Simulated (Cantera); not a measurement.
An isothermal, constant-pressure homogeneous reactor starts with CH₄ : O₂ : N₂ = 0.014 : 0.0052 : 1 (molar parts), equivalence ratio 5.4, at 1150 K and 760 Torr. Integrator tolerance rtol = 1e-08.

Computed with Cantera and GRI-Mech 3.0 (53 species, 325 reactions). GRI-Mech 3.0 stops at C3 and has no aromatics, soot or wall deposition, so with more carbon than oxygen in the feed, carbon stays in small species such as C2H2 where larger ones or solid carbon would form.

```
quantity                                              before                                      after
------------------  ----------------------------------------  -----------------------------------------
x(CH₄) at 80.0 s     0.00790 (gas-phase equilibrium 0.00188)    0.00845 (gas-phase equilibrium 0.00313)
x(O₂) at 80.0 s       6.47e-5 (gas-phase equilibrium <1e-12)     1.41e-9 (gas-phase equilibrium <1e-12)
x(CH₂CO) at 80.0 s  2.97e-6 (gas-phase equilibrium 4.11e-10)   1.39e-8 (gas-phase equilibrium 7.47e-10)
x(C₂H₆) at 80.0 s    6.55e-6 (gas-phase equilibrium 8.77e-8)    3.94e-6 (gas-phase equilibrium 2.66e-7)
x(H) at 80.0 s       7.60e-9 (gas-phase equilibrium 1.12e-8)    1.15e-9 (gas-phase equilibrium 3.65e-9)
x(HCN) at 80.0 s    2.52e-11 (gas-phase equilibrium 0.00152)  1.37e-11 (gas-phase equilibrium 0.000337)
```

**Question.** Which change was made?
(A) pressure from 760 Torr to 6530 Torr
(B) CH4 0.014 to 0.13 parts
(C) N2 1 to 0.42 parts
(D) N2 1 to 0.14 parts

**Answer.** A, pressure from 760 Torr to 6530 Torr
